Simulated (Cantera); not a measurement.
A Cantera script and what it prints.

```python
import numpy as np
import cantera as ct

gas_names = """
    H HI HO2 H2 H2O H2O2 I I2 O OH O2 O3
""".split()
cond_names = """
    H2O(s) H2O(L) I2(cr) I2(L)
""".split()


# ... load() reads the species with a 1 bar reference pressure and builds the phases ...
atoms = {
    'HI': {'H': 1, 'I': 1},
    'O2': {'O': 2},
    'H2': {'H': 2},
}
top_T = {}  # K; cautious upper limits of use, not melting points


# ... equilibrate(T, P, feed) seeds the gas with the atoms and calls Mixture.equilibrate('TP', solver="vcs", rtol=1e-11, max_steps=5000) ...
results = []
feed = {'HI': 1, 'O2': 0.73, 'H2': 1.6}  # mol
P = 950  # Pa
for T in [2298, 2398, 2498, 2598, 2698, 2798, 2898, 2998, 3098, 3198, 3298, 3398, 3498]:
    mix = equilibrate(T, P, feed)
    results.append((T, P, feed, dict(zip(mix.species_names, mix.species_moles))))
    x = sorted(zip(gas.X, gas.species_names), reverse=True)
    print(f"T = {T:g} K  P = {P:g} Pa  gas = {mix.phase_moles(0):.4g} mol")
    print("   x: " + "  ".join(f"{s} {v:.3e}" for v, s in x if v > 0.001))
    print("   condensed (mol): " + ("  ".join(f"{mix.phase(i).name} {mix.phase_moles(i):.4g}"
          for i in range(1, mix.n_phases) if mix.phase_moles(i) > 1e-12) or "none"))
```

It prints:

```
T = 2298 K  P = 950 Pa  gas = 3.202 mol
   x: H2O 4.333e-01  I 3.082e-01  H2 1.911e-01  H 4.296e-02  OH 1.565e-02  HI 4.044e-03  O 2.403e-03  O2 2.276e-03
   condensed (mol): none
T = 2398 K  P = 950 Pa  gas = 3.297 mol
   x: H2O 3.974e-01  I 3.001e-01  H2 1.893e-01  H 7.034e-02  OH 2.707e-02  O 6.736e-03  O2 5.853e-03  HI 3.246e-03
   condensed (mol): none
T = 2498 K  P = 950 Pa  gas = 3.456 mol
   x: H2O 3.411e-01  I 2.868e-01  H2 1.889e-01  H 1.111e-01  OH 4.149e-02  O 1.606e-02  O2 1.190e-02  HI 2.604e-03
   condensed (mol): none
T = 2598 K  P = 950 Pa  gas = 3.704 mol
   x: I 2.679e-01  H2O 2.674e-01  H2 1.863e-01  H 1.686e-01  OH 5.586e-02  O 3.272e-02  O2 1.912e-02  HI 2.058e-03
   condensed (mol): none
T = 2698 K  P = 950 Pa  gas = 4.058 mol
   x: I 2.449e-01  H 2.427e-01  H2O 1.866e-01  H2 1.759e-01  OH 6.577e-02  O 5.785e-02  O2 2.479e-02  HI 1.574e-03
   condensed (mol): none
T = 2798 K  P = 950 Pa  gas = 4.514 mol
   x: H 3.273e-01  I 2.204e-01  H2 1.542e-01  H2O 1.131e-01  O 8.995e-02  OH 6.740e-02  O2 2.648e-02  HI 1.154e-03
   condensed (mol): none
T = 2898 K  P = 950 Pa  gas = 5.026 mol
   x: H 4.111e-01  I 1.982e-01  O 1.244e-01  H2 1.231e-01  OH 6.004e-02  H2O 5.876e-02  O2 2.365e-02
   condensed (mol): none
T = 2998 K  P = 950 Pa  gas = 5.512 mol
   x: H 4.821e-01  I 1.809e-01  O 1.552e-01  H2 8.967e-02  OH 4.709e-02  H2O 2.641e-02  O2 1.809e-02
   condensed (mol): none
T = 3098 K  P = 950 Pa  gas = 5.902 mol
   x: H 5.347e-01  O 1.785e-01  I 1.690e-01  H2 6.081e-02  OH 3.351e-02  O2 1.232e-02  H2O 1.066e-02
   condensed (mol): none
T = 3198 K  P = 950 Pa  gas = 6.177 mol
   x: H 5.700e-01  O 1.942e-01  I 1.616e-01  H2 3.952e-02  OH 2.246e-02  O2 7.813e-03  H2O 4.065e-03
   condensed (mol): none
T = 3298 K  P = 950 Pa  gas = 6.355 mol
   x: H 5.925e-01  O 2.040e-01  I 1.572e-01  H2 2.525e-02  OH 1.464e-02  O2 4.796e-03  H2O 1.526e-03
   condensed (mol): none
T = 3398 K  P = 950 Pa  gas = 6.467 mol
   x: H 6.064e-01  O 2.098e-01  I 1.545e-01  H2 1.613e-02  OH 9.491e-03  O2 2.925e-03
   condensed (mol): none
T = 3498 K  P = 950 Pa  gas = 6.536 mol
   x: H 6.150e-01  O 2.134e-01  I 1.529e-01  H2 1.040e-02  OH 6.190e-03  O2 1.797e-03
   condensed (mol): none
```

These are equilibrium values from Cantera (NASA tables, ideal gas, pure condensed phases), not measurements of a reactor.
